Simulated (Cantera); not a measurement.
An adiabatic, constant-pressure homogeneous reactor starts with C2H4 : O2 : N2 : H2O = 1 : 1.2 : 4.51 : 1.8 (molar parts), at 1623 K and 1300000 Pa.

Cantera simulation using GRI-Mech 3.0 (53 species, 325 reactions); the numbers are that mechanism's predictions, not measurements. GRI-Mech 3.0 was tuned for natural gas; its chemistry of ethylene as a main component is partial and can be far from experiment. The pressure lies above the range GRI-Mech 3.0 was tuned for (to about 10 atm).

Predict: time of steepest temperature rise; temperature at 0.100 s; equilibrium temperature; x(O2) at 0.100 s; x(H2O) at 0.100 s; x(OH) at 0.100 s.


```json
{
 "time_of_steepest_temperature_rise": "1.64 µs",
 "temperature at 0.100 s": "2522 K",
 "equilibrium_temperature": "2522 K",
 "x(O2) at 0.100 s": "3.57e-6 (gas-phase equilibrium 3.57e-6)",
 "x(H2O) at 0.100 s": "0.185 (gas-phase equilibrium 0.185)",
 "x(OH) at 0.100 s": "0.000714 (gas-phase equilibrium 0.000714)"
}
```
